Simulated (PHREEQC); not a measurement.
H2SO4 is added in steps, without added water, to 1 kg of water holding 7.3 mmol/kgw NiSO4 and 0.039 mmol/kgw FeSO4, at 20 °C. No oxygen is let in. No CO2 enters from the air. Only these solids could form: Ni(OH)2, Ni4(OH)6SO4, Melanterite, Morenosite.

Base run: PHREEQC, ion-association model, wateq4f.dat. Each further column changes one thing. The table gives HSO4- (mol/kgw).

| H2SO4 added (mol) | base | FeSO4 from 3.9e-05 to 7.8e-05 mol/kgw | diluted 10-fold with water | no solid may form |
|---|---|---|---|---|
| 0 | 1.58e-7 | 1.60e-7 | ___ | 1.58e-7 |
| 0.001063 | 0.000493 | 0.000494 | ___ | 0.000493 |
| 0.002479 | 0.00122 | 0.00122 | 0.000640 | 0.00122 |
| 0.003542 | 0.00180 | 0.00181 | 0.00107 | 0.00180 |
| 0.004958 | 0.00263 | 0.00264 | 0.00174 | 0.00263 |
| 0.006021 | 0.00328 | 0.00329 | ___ | 0.00328 |
| 0.007437 | 0.00418 | 0.00419 | 0.00308 | 0.00418 |
| 0.0085 | 0.00488 | 0.00488 | ___ | 0.00488 |

Some entries are withheld; supply them.


- 0, diluted 10-fold with water: 1.20e-8
- 0.001063, diluted 10-fold with water: 0.000190
- 0.006021, diluted 10-fold with water: 0.00229
- 0.0085, diluted 10-fold with water: 0.00370
